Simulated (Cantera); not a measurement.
Predominance diagram of Li at 1000 K against the partial pressures of O2 and H2O (log10, bar). Standard-state values (1 bar) from the NASA 1993 polynomials, evaluated with Cantera. Candidates: Li(l), LiH(l), LiOH(l), Li2O(s). Only these pure phases compete in this equilibrium. Not in the tables: the peroxide.

```
log p(H2O) \ log p(O2)
        columns: -27, -25.7, -24.5, -23.2, -21.9, -20.6, -19.4, -18.1, -16.8, -15.5, -14.3, -13, -11.7, -10.5, -9.2, -7.9, -6.6, -5.4, -4.1, -2.8, -1.5, -0.3, 1
      0  A A A A B B B B B B B B B B B B B B B B B B B
   -1.2  A A C C C C C C C C C C C C C C C C C C C C C
   -2.5  C C C C C C C C C C C C C C C C C C C C C C C
   -3.8  C C C C C C C C C C C C C C C C C C C C C C C
     -5  C C C C C C C C C C C C C C C C C C C C C C C
   -6.2  C C C C C C C C C C C C C C C C C C C C C C C
   -7.5  C C C C C C C C C C C C C C C C C C C C C C C
   -8.8  C C C C C C C C C C C C C C C C C C C C C C C
    -10  C C C C C C C C C C C C C C C C C C C C C C C
  -11.2  C C C C C C C C C C C C C C C C C C C C C C C
  -12.5  C C C C C C C C C C C C C C C C C C C C C C C
  -13.8  C C C C C C C C C C C C C C C C C C C C C C C
    -15  C C C C C C C C C C C C C C C C C C C C C C C
```

A: out of reach (another gas would pass 10 bar, or a non-metal would condense); B: LiOH(l); C: Li2O(s).
